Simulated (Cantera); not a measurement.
An isothermal, constant-pressure homogeneous reactor starts with 0.971 % CO, 0.291 % O2, 1.65 % H2O, 97.1 % N2, equivalence ratio 1.7, at 1200 K and 7500 Torr.

Cantera simulation using GRI-Mech 3.0 (53 species, 325 reactions); the numbers are that mechanism's predictions, not measurements.

x: mole fraction; the columns are a selection and need not sum to one.

```csv
t (s),x CO,x O2,x H2O,x OH,x H2,x CO2
3.00e-6,0.00971,0.00291,0.0165,3.04e-12,<1e-12,4.31e-11
1.12e-5,0.00971,0.00291,0.0165,2.25e-11,1.68e-12,1.88e-10
4.20e-5,0.00971,0.00291,0.0165,1.16e-10,6.48e-11,…
0.000157,0.00971,0.00291,0.0165,5.59e-10,1.36e-9,…
0.000587,0.00971,0.00291,0.0165,1.28e-8,6.70e-8,…
0.00219,0.00933,0.00274,0.0165,1.31e-6,4.84e-5,…
0.00820,0.00719,0.00174,0.0163,1.41e-6,0.000185,…
0.0307,0.00326,2.95e-5,0.0159,5.87e-7,0.000693,…
0.115,0.00268,2.95e-7,0.0153,3.19e-8,0.00122,0.00706
0.429,0.00250,2.22e-8,0.0152,6.34e-9,0.00140,0.00724
1.60,0.00237,2.02e-9,0.0150,1.52e-9,0.00153,0.00737
6.00,0.00227,2.26e-10,0.0149,3.60e-10,0.00162,0.00746
```

**Question.** Some entries are withheld; supply them.

**Answer.** 
- 4.20e-5, x CO2: 1.26e-9
- 0.000157, x CO2: 1.49e-8
- 0.000587, x CO2: 6.61e-7
- 0.00219, x CO2: 0.000376
- 0.00820, x CO2: 0.00253
- 0.0307, x CO2: 0.00648
